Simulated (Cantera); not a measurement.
**Ignition delay**

Mixture: H2 : O2 : N2 = 1 : 1 : 3.76 (molar parts), equivalence ratio 0.50, at 500000 Pa, adiabatic and at constant pressure. Ignition delay is the time to a rise of 400 K.

Cantera simulation using GRI-Mech 3.0 (53 species, 325 reactions); the numbers are that mechanism's predictions, not measurements. The hydrogen kinetics of GRI-Mech 3.0 are dated; newer H2 mechanisms differ, most at raised pressure. Where the delays flatten at high temperature, the 400 K rule measures the pace of heat release, not the induction time.

```json
[
 {"T0 (K)": "1223", "delay (ms)": "0.0129"},
 {"T0 (K)": "1298", "delay (ms)": "0.00736"},
 {"T0 (K)": "1373", "delay (ms)": "0.00505"},
 {"T0 (K)": "1448", "delay (ms)": "0.00381"},
 {"T0 (K)": "1523", "delay (ms)": "0.00307"},
 {"T0 (K)": "1598", "delay (ms)": "0.00261"}
]
```
